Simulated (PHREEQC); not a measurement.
# Copper plating or etch bath

A solution holds 5.4 mmol/kgw CuSO4, 0.072 mmol/kgw H2SO4 and 0.19 mmol/kgw KCl, at 25 °C. Closed to the air; pH follows from the charge balance.

The numbers come from PHREEQC with the ion-association model, wateq4f.dat.

No solid was allowed to form.

Problem. Predict the pH, ionic strength.

Solution. pH 3.98; ionic strength 0.0168 mol/kgw.

Problem. In which forms is K present?

Solution. K+ 98 %, KSO4- 1.7 % of the K.

Species that the database lacks are ignored.
